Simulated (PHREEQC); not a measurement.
## Copper plating or etch bath

A solution holds 0.0095 mol/kgw CuSO4, 0.00061 mol/kgw HNO3 and 0.0119 mol/kgw KCl, at 25 °C. Closed to the air; pH follows from the charge balance.

Model: ion-association model, phreeqc.dat, run in PHREEQC.

This is a speciation only: nothing precipitates in the calculation.

Question: What pH, ionic strength, specific conductance does the model give?

Answer: pH 3.40; ionic strength 0.0399 mol/kgw; specific conductance 3170 µS/cm.

Question: In which forms is Cu present?

Answer: Cu+2 74 %, CuSO4 25 %, CuCl+ 1.2 % of the Cu.
